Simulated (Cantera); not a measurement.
A Cantera script and what it prints.

```python
import numpy as np
import cantera as ct

gas_names = """
    B BCL BCL2 BCL3 BH BH2 BH3 BO BOCL BO2 B2 B2O B2O2 B2O3 B3O3CL3 B3O3H3 CL CLO CL2 H HBO HBO2 HCL
    HOCL HO2 H2 H2O H2O2 H3B3O6 O OH O2 O3
""".split()
cond_names = """
    B(b) B(L) B2O3(L) B3O3H3(cr) H2O(s) H2O(L)
""".split()


def load(file, names, dense=False):
    # The tables refer to 1 bar. Condensed volumes are neglected.
    table = {s.name: s for s in ct.Species.list_from_file(file)}
    out = []
    for n in names:
        d = dict(table[n].input_data)
        d["thermo"] = dict(d["thermo"], **{"reference-pressure": 1e5})
        if dense:
            d["equation-of-state"] = {"model": "constant-volume", "density": "1e6 g/cm^3"}
        out.append(ct.Species.from_dict(d))
    return out


gas = ct.Solution(thermo="ideal-gas", species=load("nasa_gas.yaml", gas_names))
cond = {s.name: ct.Solution(thermo="fixed-stoichiometry", species=[s], name=s.name)
        for s in load("nasa_condensed.yaml", cond_names, dense=True)}
atoms = {
    'BCl3': {'B': 1, 'CL': 3},
    'H2O': {'H': 2, 'O': 1},
    'H2': {'H': 2},
}
top_T = {}  # K; cautious upper limits of use, not melting points


def equilibrate(T, P, feed):
    n = {}
    for name, mol in feed.items():
        for a, k in atoms[name].items():
            n[a] = n.get(a, 0.0) + k * mol
    gas.TPX = T, P, n
    mass = sum(n.values()) * gas.mean_molecular_weight
    gas.equilibrate("TP")
    valid = [c for c in cond.values() if c.min_temp <= T <= top_T.get(c.name, c.max_temp)]
    mix = ct.Mixture([(gas, mass / gas.mean_molecular_weight)] + [(c, 0.0) for c in valid])
    mix.T, mix.P = T, P
    mix.equilibrate("TP", solver="vcs", rtol=1e-11, max_steps=5000)
    return mix


results = []
feed = {'BCl3': 1, 'H2O': 1.1, 'H2': 120}  # mol
T = 948  # K
P = 17  # Pa
mix = equilibrate(T, P, feed)
results.append((T, P, feed, dict(zip(mix.species_names, mix.species_moles))))
x = sorted(zip(gas.X, gas.species_names), reverse=True)
print(f"T = {T:g} K  P = {P:g} Pa  gas = {mix.phase_moles(0):.4g} mol")
print("   x: " + "  ".join(f"{s} {v:.3e}" for v, s in x if v > 1e-05))
print("   condensed (mol): " + ("  ".join(f"{mix.phase(i).name} {mix.phase_moles(i):.4g}"
      for i in range(1, mix.n_phases) if mix.phase_moles(i) > 1e-12) or "none"))
```

Output:

```
T = 948 K  P = 17 Pa  gas = 122.6 mol
   x: H2 9.758e-01  HCL 2.387e-02  BCL3 1.693e-04  B3O3H3 7.170e-05  B3O3CL3 3.186e-05  HBO 1.732e-05
   condensed (mol): B(b) 0.2324  B2O3(L) 0.3532
```

These are equilibrium values from Cantera (NASA tables, ideal gas, pure condensed phases), not measurements of a reactor. Gases not in the tables: BHCl2.
